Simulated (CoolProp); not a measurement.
R1234ze(Z) along the isotherm 440 K: Z from the reference equation and from simpler models built on Tc = 423.3 K, pc = 3.531 MPa, ω = 0.327; each cubic takes its own stable root.

Model: reference Helmholtz-energy equation of state, Akasaka 2019, in CoolProp.

| p (MPa) | phase | reference |
|---|---|---|
| 4.25 | supercritical | 0.4126 |
| 8.5 | supercritical | 0.3371 |
| 12.8 | supercritical | 0.4590 |
| 17 | supercritical | 0.5764 |
| 21.2 | supercritical | 0.6909 |
| 25.5 | supercritical | 0.8054 |
| 29.8 | supercritical | 0.9174 |
| 34 | supercritical | 1.025 |

Task: How far does each simpler model (van der Waals, Peng-Robinson) lie from the reference over these 8 states: mean and median of the absolute difference, and the worst?

Result: 
- van der Waals: mean 44.7 %, median 49.8 %, worst +50.9 % at 440 K and 34 MPa
- Peng-Robinson: mean 8.1 %, median 6.9 %, worst +14.7 % at 440 K and 8.5 MPa
